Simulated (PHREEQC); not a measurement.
1 kg of water holding 4.4 mmol/kgw NaCl, 72 mmol/kgw KCl, 37 mmol/kgw MgCl2 and 77 mmol/kgw CaCl2 is evaporated at 30 °C; the solids stay in contact with the brine. CO2 from the air is kept out. Solids allowed: Bischofite, Brucite, Carnallite, Halite, Portlandite, Sylvite, MgCl2_4H2O. Others were left out.

The series has 21 steps of water left (kg), from 1 to 0.01918.

Model: Pitzer model, pitzer.dat, run in PHREEQC.

Q: Which solids form, in which order, and at which step of the series does each first stand?

A: Sylvite from water left = 0.03564 kg; Carnallite from water left = 0.01918 kg; Halite from water left = 0.01918 kg.

Species that the database lacks are ignored.
